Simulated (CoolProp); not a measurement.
The numbers come from the reference Helmholtz-energy equation of state, Thol 2019 in CoolProp.

Give the vapour pressure (bar), vapour density (kg/m³), enthalpy of vaporisation (kJ/kg), liquid viscosity (µPa s) of saturated n-hexane at 280.9, 313.7 K.


```csv
T (K),p (bar),vapour density (kg/m³),enthalpy of vaporisation (kJ/kg),liquid viscosity (µPa s)
280.9,0.0902,0.336,378,355
313.7,0.381,1.29,356,257
```

Viscosity comes from a separate model (Michailidou 2013).
